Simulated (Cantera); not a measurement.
Charge: 1 mol Si, a varied amount of NF3, 2.6 mol N2, held at 400 °C and 1.10 mbar.

Equilibrium computed with Cantera from the NASA thermochemical tables; the gas is ideal and each condensed phase is pure. Candidate condensed phases: Si, Si3N4; 16 gas species. Kinetics and transport are ignored.

Question: At 2.2 mol NF3, list the 5 most abundant gas species with their mole fractions, and the condensed phases.

Answer: N2 0.619, SiF4 0.173, F2 0.154, NF3 0.0439, F 0.00974. Condensed: gas only.
